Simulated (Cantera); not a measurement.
# Pyrogenic steam for wet oxidation

An isothermal, constant-pressure homogeneous reactor starts with H2 : O2 : N2 = 1.4 : 1 : 0.54 (molar parts), equivalence ratio 0.70, at 800 K and 100.0 Torr.

Cantera simulation using the H2/O2 subset of GRI-Mech 3.0, which has no nitrogen chemistry; the numbers are that mechanism's predictions, not measurements. Radical loss at walls, strong at low pressure, is not modelled. Below about 950 K walls govern HO2 and H2O2 in real vessels. The temperature is held fixed by assumption; the heat of reaction is taken as removed at once.

```json
[
 {"t (s)": "2.00e-6", "x H2": "0.476", "x O2": "0.340", "x H2O2": "<1e-12", "x H": "<1e-12", "x O": "<1e-12"},
 {"t (s)": "1.23e-5", "x H2": "0.476", "x O2": "0.340", "x H2O2": "<1e-12", "x H": "<1e-12", "x O": "<1e-12"},
 {"t (s)": "7.52e-5", "x H2": "0.476", "x O2": "0.340", "x H2O2": "<1e-12", "x H": "1.05e-12", "x O": "<1e-12"},
 {"t (s)": "0.000461", "x H2": "0.476", "x O2": "0.340", "x H2O2": "<1e-12", "x H": "5.46e-12", "x O": "<1e-12"},
 {"t (s)": "0.00283", "x H2": "0.476", "x O2": "0.340", "x H2O2": "<1e-12", "x H": "1.73e-11", "x O": "1.57e-12"},
 {"t (s)": "0.0173", "x H2": "0.476", "x O2": "0.340", "x H2O2": "7.19e-11", "x H": "2.95e-11", "x O": "2.68e-12"},
 {"t (s)": "0.106", "x H2": "0.476", "x O2": "0.340", "x H2O2": "7.84e-9", "x H": "2.93e-10", "x O": "2.67e-11"},
 {"t (s)": "0.652", "x H2": "0.393", "x O2": "0.304", "x H2O2": "7.73e-5", "x H": "2.77e-9", "x O": "2.73e-10"},
 {"t (s)": "4.00", "x H2": "0.393", "x O2": "0.304", "x H2O2": "0.000151", "x H": "4.89e-9", "x O": "4.80e-10"}
]
```
x: mole fraction; the columns are a selection and need not sum to one.

Equilibrium at this temperature and pressure: H2 <1e-12, O2 0.134, H2O2 9.69e-12, H <1e-12, O <1e-12 (gas phase only).
